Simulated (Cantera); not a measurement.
Feed: 1 mol CH₃SiCl₃, 0.4 mol C₂H₂, 30 mol H₂, at 13.3 mbar.

Cantera equilibrium calculation (NASA polynomials, part measured and part estimated; ideal gas, pure solids and liquids). Candidate condensed phases: C, C₆H₆, C₇H₈, C₈H₁₈, Si, SiC; 109 gas species. The feed counts by its element totals alone. The tables' values for SiCl are old estimates; treat these amounts as uncertain. Gases not in the tables: Si₂H₆ and higher silanes. Kinetics and transport are ignored.

x: gas mole fraction; n: condensed amount in mol.

```
T (K)   x H₂       x H   x HCl     x Si      x Cl  x C₂H₂ (acetylene)    x SiC₂  n C(graphite)  n SiC(s)
-----  -----  --------  ------  -------  --------  ------------------  --------  -------------  --------
1475   0.910  0.000107  0.0894  2.85e-9   8.53e-6             6.07e-6  4.00e-12          0.805     0.994
1575   0.910  0.000343  0.0892  4.15e-8   2.67e-5             1.92e-5  1.33e-10          0.808     0.990
1675   0.910  0.000959  0.0888  4.38e-7   7.31e-5             5.28e-5   2.90e-9          0.810     0.986
1775   0.908   0.00239  0.0883  3.53e-6  0.000179            0.000129   4.44e-8          0.811     0.980
1875   0.906   0.00540  0.0876  2.27e-5  0.000396            0.000287   5.04e-7          0.808     0.972
1975   0.900         ?  0.0864        ?         ?                   ?         ?          0.801     0.959
2075   0.889         ?  0.0845        ?         ?                   ?         ?          0.792     0.931
2175   0.870    0.0394  0.0817  0.00215   0.00270             0.00194  0.000188          0.804     0.846
2275   0.836    0.0672  0.0772  0.00748   0.00448             0.00318  0.000946          0.920     0.569
2375   0.782     0.108  0.0715   0.0181   0.00705             0.00486   0.00321           1.16         0
2475   0.723     0.166  0.0669   0.0187    0.0108             0.00704   0.00450          0.887         0
```

Problem. Complete the blanks.

Solution. 
- 1975, x H: 0.0112
- 1975, x Si: 0.000121
- 1975, x Cl: 0.000806
- 1975, x C₂H₂ (acetylene): 0.000584
- 1975, x SiC₂: 4.45e-6
- 2075, x H: 0.0218
- 2075, x Si: 0.000547
- 2075, x Cl: 0.00153
- 2075, x C₂H₂ (acetylene): 0.00110
- 2075, x SiC₂: 3.17e-5
